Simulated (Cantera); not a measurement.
A perfectly stirred reactor is fed with C2H6 : N2 = 1 : 5.4 (molar parts), at 1.09 atm; it is held at 1450 K, and followed from long to short residence time.

Computed with Cantera and GRI-Mech 3.0 (53 species, 325 reactions). GRI-Mech 3.0 stops at C3 and has no aromatics, soot or wall deposition, so with more carbon than oxygen in the feed, carbon stays in small species such as C2H2 where larger ones or solid carbon would form.

What does this change do: N2 5.4 to 0.74 parts?


```
quantity                  before     after
----------------------  --------  --------
x(C2H6) at τ = 5.40 s    7.31e-5  0.000305
x(HCN) at τ = 5.40 s     5.05e-9   1.67e-9
x(CH2) at τ = 5.40 s    5.82e-10  7.89e-10
x(C2H) at τ = 5.40 s     3.66e-9   4.97e-9
x(CH3) at τ = 5.40 s     2.64e-5   5.68e-5
x(C2H6) at τ = 35.0 ms   0.00197   0.00469
x(HCN) at τ = 35.0 ms    3.68e-9  5.19e-10
x(CH2) at τ = 35.0 ms    1.17e-8   9.59e-9
x(C2H) at τ = 35.0 ms    1.59e-8   1.86e-8
x(CH3) at τ = 35.0 ms   0.000114  0.000177
```
